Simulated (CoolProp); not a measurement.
Model: reference Helmholtz-energy equation of state, Schroeder 2014, in CoolProp.

Task: For ethanol, give the phase and the Joule-Thomson coefficient (K/MPa), isothermal compressibility (1/MPa) at 491.6 K and 71.8 bar; 594.3 K and 71.8 bar; 620 K and 71.8 bar.

Result: 
- 491.6 K and 71.8 bar: liquid; Joule-Thomson coefficient 0.616, isothermal compressibility 0.0147
- 594.3 K and 71.8 bar: supercritical; Joule-Thomson coefficient 5.68, isothermal compressibility 0.183
- 620 K and 71.8 bar: supercritical; Joule-Thomson coefficient 4.59, isothermal compressibility 0.169
